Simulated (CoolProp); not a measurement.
Vapour-liquid equilibrium of R114 (1) + benzene (2) at 304.9 K; x and y are mole fractions of (1).

Model: multi-fluid Helmholtz-energy mixture model, Platzer 1990 and Thol 2012; pair parameters Bell 2016, in CoolProp. This equation is an older, rougher fit; its heat capacities, sound speeds and derivatives of the liquid may be far off and weren't checked against measurements.

```csv
x,"bubble pressure, mixture model (kPa)","bubble pressure, Raoult's law (kPa)","y, mixture model","y, Raoult's law"
0.05,55.20,29.58,0.698,0.448
0.15,107.3,54.35,0.854,0.731
0.25,139.4,79.13,0.894,0.837
0.35,160.6,103.9,0.913,0.892
0.45,176.3,128.7,0.925,0.927
0.55,189.9,153.4,0.936,0.950
0.65,203.3,178.2,0.946,0.966
0.75,217.9,203.0,0.958,0.979
0.85,234.6,227.8,0.972,0.989
0.95,254.0,252.5,0.989,0.997
```

The largest gap from Raoult's law is +97.4 % in bubble pressure, at x = 0.15. No azeotrope shows between x = 0.05 and 0.95.

The pair parameters rest on a limited set of measurements; away from them the model extrapolates. With so large a gap from Raoult's law the liquid may split in two, which this calculation doesn't test in full.
